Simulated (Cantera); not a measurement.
Cantera run:

```python
import numpy as np
import cantera as ct

gas_names = """
    Br Br2 H HBr H2 Si SiBr SiBr2 SiBr3 SiBr4 SiH SiHBr3 SiH2 SiH2Br2 SiH3 SiH3Br SiH4 Si2 Si3
""".split()
cond_names = """
    Br2(cr) Br2(L) Si(cr) Si(L)
""".split()


# ... load() reads the species with a 1 bar reference pressure and builds the phases ...
atoms = {
    'Si': {'Si': 1},
    'Br2': {'Br': 2},
    'H2': {'H': 2},
}
top_T = {}  # K; cautious upper limits of use, not melting points


# ... equilibrate(T, P, feed) seeds the gas with the atoms and calls Mixture.equilibrate('TP', solver="vcs", rtol=1e-11, max_steps=5000) ...
results = []
feed = {'Si': 1, 'Br2': 6.2, 'H2': 53}  # mol
P = 560  # Pa
for T in [648, 748, 848, 948, 1048, 1148, 1248, 1348, 1448, 1548, 1648, 1748]:
    mix = equilibrate(T, P, feed)
    results.append((T, P, feed, dict(zip(mix.species_names, mix.species_moles))))

top = {s: max(r[3][s] / sum(r[3][g] for g in gas_names) for r in results) for s in gas_names}
cols = sorted((s for s in top if top[s] > 0.0001), key=lambda s: -top[s])[:5]
seen = [c for c in cond_names if any(r[3].get(c, 0) > 1e-12 for r in results)]
print("log10 of partial pressures in bar; condensed amounts in mol")
print(f"{'T/K':>10s}" + "".join(f"{s[:9]:>10s}" for s in cols + seen))
for T, P, feed, n in results:
    ng = sum(n[g] for g in gas_names)
    print(f"{T:10.4g}" + "".join(f"{np.log10(max(n[s] / ng * P / 1e5, 1e-99)):10.3f}" for s in cols)
          + "".join(f"{n.get(c, 0):10.4g}" for c in seen))
```

Output:

```
log10 of partial pressures in bar; condensed amounts in mol
       T/K        H2       HBr        Br     SiBr4     SiBr2
       648    -2.328    -3.092   -11.631    -4.017   -13.701
       748    -2.328    -3.092   -10.008    -4.017   -10.645
       848    -2.328    -3.092    -8.763    -4.019    -8.326
       948    -2.329    -3.091    -7.777    -4.026    -6.513
      1048    -2.330    -3.083    -6.968    -4.078    -5.118
      1148    -2.337    -3.044    -6.264    -4.397    -4.318
      1248    -2.343    -3.016    -5.676    -5.107    -4.083
      1348    -2.344    -3.012    -5.196    -5.907    -4.040
      1448    -2.344    -3.016    -4.788    -6.637    -4.031
      1548    -2.345    -3.025    -4.439    -7.288    -4.029
      1648    -2.345    -3.043    -4.141    -7.881    -4.032
      1748    -2.345    -3.074    -3.890    -8.438    -4.040
```

Cantera equilibrium calculation (NASA polynomials, part measured and part estimated; ideal gas, pure solids and liquids). The tables' values for SiBr3, SiBr are old estimates; treat these amounts as uncertain.
